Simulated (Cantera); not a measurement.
What does this Cantera script print?

```python
import numpy as np
import cantera as ct

gas = ct.Solution("gri30.yaml", transport_model="multicomponent")
show = ['O', 'N2', 'H2O']

rows = []
print(f"{'T/K':>7s}{'rho':>11s}{'cp':>10s}{'mu':>11s}{'lambda':>11s}{'Pr':>7s}" + "".join(f"{'D_' + s:>11s}" for s in show))
for T in [400, 550, 700, 850, 1000, 1150, 1300, 1450]:
    gas.TPX = T, 65000, {'C3H8': 0.71, 'N2': 0.69}
    Pr = gas.cp_mass * gas.viscosity / gas.thermal_conductivity
    D = [gas.mix_diff_coeffs_mole[gas.species_index(s)] for s in show]
    rows.append([gas.density, gas.cp_mass, gas.viscosity, gas.thermal_conductivity, Pr, *D])
    print(f"{T:7g}{gas.density:11.4e}{gas.cp_mass:10.1f}{gas.viscosity:11.4e}"
          f"{gas.thermal_conductivity:11.4e}{Pr:7.3f}" + "".join(f"{d:11.4e}" for d in D))
print("SI units: kg/m3, J/kg/K, Pa s, W/m/K, m2/s")
```

Output:

```
    T/K        rho        cp         mu     lambda     Pr        D_O       D_N2      D_H2O
    400 7.0692e-01    1718.8 1.4571e-05 3.1039e-02  0.807 5.9383e-05 3.0180e-05 4.1658e-05
    550 5.1413e-01    2100.3 1.8867e-05 4.7965e-02  0.826 1.0329e-04 5.3094e-05 7.6929e-05
    700 4.0396e-01    2419.6 2.2668e-05 6.5632e-02  0.836 1.5594e-04 8.0660e-05 1.2067e-04
    850 3.3267e-01    2680.0 2.6116e-05 8.3315e-02  0.840 2.1655e-04 1.1244e-04 1.7192e-04
   1000 2.8277e-01    2894.7 2.9301e-05 1.0068e-01  0.842 2.8457e-04 1.4812e-04 2.2998e-04
   1150 2.4589e-01    3050.2 3.2279e-05 1.1673e-01  0.843 3.5957e-04 1.8747e-04 2.9433e-04
   1300 2.1751e-01    3185.9 3.5092e-05 1.3245e-01  0.844 4.4121e-04 2.3030e-04 3.6458e-04
   1450 1.9501e-01    3303.7 3.7770e-05 1.4775e-01  0.845 5.2921e-04 2.7645e-04 4.4041e-04
SI units: kg/m3, J/kg/K, Pa s, W/m/K, m2/s
```

Detailed kinetics in Cantera: GRI-Mech 3.0 (53 species, 325 reactions). The composition is frozen, though it would react at the higher temperatures.
